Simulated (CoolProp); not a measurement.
A single-stage vapour-compression cycle with R1233zd(E): evaporating at 307.15 K (dew point), condensing at 370.15 K (bubble point), superheat 8 K, subcooling 0 K, compressor efficiency 0.7, no pressure losses. Each further row changes one setting.

Model: reference Helmholtz-energy equation of state, Akasaka 2022, in CoolProp.

```
case                              cooling COP  pressure ratio  discharge temperature (K)  refrigerating effect (kJ/kg)  volumetric capacity (kJ/m³)
--------------------------------  -----------  --------------  -------------------------  ----------------------------  ---------------------------
as stated                                2.40            5.50                      382.7                           112                         1050
evaporating temperature 312.15 K         2.73            4.67                      381.9                           115                         1260
condensing temperature 365.15 K          2.72            4.92                      377.8                           119                         1110
subcooling 5 K                           2.55            5.50                      382.7                           119                         1110
superheat 18 K                           2.47            5.50                      392.9                           120                         1090
compressor efficiency 0.6                2.06            5.50                      390.2                           112                         1050
```
